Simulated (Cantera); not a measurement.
Cantera run, input and output.

```python
import numpy as np
import cantera as ct

surf = ct.Interface("ptcombust.yaml", "Pt_surf")
gas = surf.adjacent["gas"]
gas.TPX = 1300, 500000, {'CH4': 0.00067, 'O2': 0.12, 'N2': 0.79, 'H2O': 0.06}
surf.TP = 1300, 500000
reactor = ct.FlowReactor(gas, clone=False)
reactor.area = 0.0001  # m2
reactor.surface_area_to_volume_ratio = 1600  # 1/m
reactor.mass_flow_rate = 0.1 * reactor.area * gas.density  # inlet velocity 0.1 m/s
reactor.energy_enabled = False
wall = ct.ReactorSurface(surf, reactor, clone=False)
net = ct.ReactorNet([reactor])
net.rtol, net.atol = 1e-8, 1e-16
show, cover = ['CH4', 'O2', 'H2O', 'CO2', 'CO'], ['PT(S)', 'H(S)', 'O(S)', 'OH(S)', 'CO(S)', 'C(S)']

rows = []
print(f"{'z/m':>9s}{'u/(m/s)':>9s}" + "".join(f"{s:>13s}" for s in show + cover))
for z in [0.0002, 0.00039, 0.00076, 0.0015, 0.0028, 0.0055, 0.011, 0.02]:
    net.advance(z)
    rows.append([reactor.speed, *gas[show].X, *surf[cover].coverages])
    print(f"{z:9.4g}{rows[-1][0]:9.3g}" + "".join(f"{x:13.4e}" for x in rows[-1][1:]))
```

Result:

```
      z/m  u/(m/s)          CH4           O2          H2O          CO2           CO        PT(S)         H(S)         O(S)        OH(S)        CO(S)         C(S)
   0.0002      0.1   8.2683e-05   1.2246e-01   6.2981e-02   5.6867e-04   8.1450e-07   3.8969e-01   1.5450e-05   6.0486e-01   5.4005e-03   3.1446e-07   2.9328e-09
  0.00039      0.1   1.1252e-05   1.2229e-01   6.3154e-02   6.6407e-04   1.4692e-07   3.8975e-01   1.5476e-05   6.0478e-01   5.4079e-03   5.1580e-08   3.9931e-10
  0.00076      0.1   2.5569e-07   1.2225e-01   6.3187e-02   6.8501e-04   1.2501e-08   3.8977e-01   1.5481e-05   6.0477e-01   5.4094e-03   3.3991e-09   9.0749e-12
   0.0015      0.1   3.8467e-10   1.2225e-01   6.3190e-02   6.8778e-04   1.6179e-09   3.8977e-01   1.5481e-05   6.0477e-01   5.4095e-03   3.9377e-10   1.3653e-14
   0.0028      0.1   9.8127e-11   1.2225e-01   6.3190e-02   6.8886e-04   6.1383e-10   3.8977e-01   1.5482e-05   6.0476e-01   5.4095e-03   1.4933e-10   3.4831e-15
   0.0055      0.1   1.7731e-11   1.2224e-01   6.3191e-02   6.8952e-04   1.1108e-10   3.8977e-01   1.5482e-05   6.0476e-01   5.4095e-03   2.7022e-11   6.2938e-16
    0.011      0.1   5.7568e-13   1.2224e-01   6.3191e-02   6.8967e-04   3.8664e-12   3.8977e-01   1.5482e-05   6.0476e-01   5.4096e-03   9.4051e-13   2.0434e-17
     0.02      0.1   3.6267e-14   1.2224e-01   6.3191e-02   6.8967e-04   4.9488e-13   3.8977e-01   1.5482e-05   6.0476e-01   5.4096e-03   1.2033e-13   1.2875e-18
```

Detailed kinetics in Cantera: Deutschmann's 1995 Pt surface mechanism with GRI-Mech 3.0 gas chemistry. Catalytic surfaces can have several steady states; this one follows from the mechanism file's or the stated starting coverage. Mass transfer to the wall is taken as infinitely fast.
